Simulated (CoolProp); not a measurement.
A simple Rankine cycle with water: condensing at 311.15 K, boiler at 16.1 MPa, turbine inlet 636.1 K, turbine efficiency 0.85, pump efficiency 0.8, no recuperator. Each further row changes one setting.

Computed with CoolProp (reference Helmholtz-energy equation of state, Wagner 2002).

| case | thermal efficiency (%) | net work (kJ/kg) | heat in (kJ/kg) | turbine exit temperature (K) | volume ratio over the turbine |
|---|---|---|---|---|---|
| as stated | 33.7 | 861 | 2550 | 311.2 | 1350 |
| turbine inlet 656.1 K | 34.2 | 917 | 2680 | 311.2 | 1220 |
| condensing temperature 303.15 K | 34.6 | 895 | 2590 | 303.1 | 2040 |
| boiler pressure 11.3 MPa | 33.4 | 923 | 2760 | 311.2 | 822 |
| turbine efficiency 0.75 | 29.6 | 757 | 2550 | 311.2 | 1430 |

The expansion ends wet for: as stated; turbine inlet 656.1 K; condensing temperature 303.15 K; boiler pressure 11.3 MPa; turbine efficiency 0.75.
